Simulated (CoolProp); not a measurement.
A closed Brayton cycle with carbon dioxide: compressor inlet 316.15 K and 9.4 MPa, high pressure 26.3 MPa, turbine inlet 725 K, compressor efficiency 0.8, turbine efficiency 0.93, recuperator effectiveness 0.95 (on enthalpy, no pinch check). Each further row changes one setting.

The numbers come from the reference Helmholtz-energy equation of state, Span 1996 in CoolProp.

| case | thermal efficiency (%) | net work (kJ/kg) | compressor to turbine work | compressor exit (K) | turbine exit (K) |
|---|---|---|---|---|---|
| as stated | 33.5 | 82.0 | 0.31 | 369.6 | 606.9 |
| turbine inlet 675 K | … | 71.8 | 0.34 | 369.6 | … |
| compressor inlet 326.15 K | 31.1 | 67.6 | 0.43 | 405.6 | 606.9 |
| high pressure 22.4 MPa | 32.6 | … | 0.29 | … | 624.9 |
| recuperator effectiveness 0.5 | … | 82.0 | 0.31 | 369.6 | 606.9 |

Problem. Some entries are withheld; supply them.

Solution. 
- turbine inlet 675 K, thermal efficiency (%): 31.0
- turbine inlet 675 K, turbine exit (K): 561.4
- high pressure 22.4 MPa, net work (kJ/kg): 72.7
- high pressure 22.4 MPa, compressor exit (K): 360.8
- recuperator effectiveness 0.5, thermal efficiency (%): 22.0
